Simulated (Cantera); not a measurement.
**Thermodynamics of silicon oxide and oxynitride deposition, feed SiCl4 + N2O + N2**

A closed system holds: 1 mol SiCl4, 18 mol N2O, 170 mol N2, held at 140 Pa.

These are equilibrium values from Cantera (NASA tables, ideal gas, pure condensed phases), not measurements of a reactor. Candidate condensed phases: Si, SiO2, Si2N2O, Si3N4; 23 gas species. The tables hold silica as quartz up to 1696 K and as liquid above; real silica turns to tridymite and cristobalite and melts near 1996 K. Kinetics and transport are ignored.

From 452 °C to 552 °C the condensed part is SiO2(α-quartz). From 652 °C to 1252 °C the condensed part is SiO2(β-quartz).

```csv
T (°C),x N2,x O2,x Cl,x Cl2,x NO,n SiO2(α-quartz),n SiO2(β-quartz)
452,0.949,0.0404,3.68e-6,0.0101,2.33e-7,1.00,0
552,0.949,0.0404,4.41e-5,0.0101,1.46e-6,1.00,0
652,0.949,0.0404,0.000308,0.00995,6.18e-6,0,1.00
752,0.949,0.0404,0.00145,0.00937,1.97e-5,0,1.00
852,0.947,0.0403,0.00480,0.00767,5.10e-5,0,1.00
952,0.944,0.0401,0.0110,0.00455,0.000113,0,1.00
1052,0.941,0.0400,0.0167,0.00165,0.000221,0,1.00
1152,0.940,0.0398,0.0191,0.000434,0.000396,0,1.00
1252,0.940,0.0397,0.0198,0.000115,0.000655,0,1.000
```
x: gas mole fraction; n: condensed amount in mol.
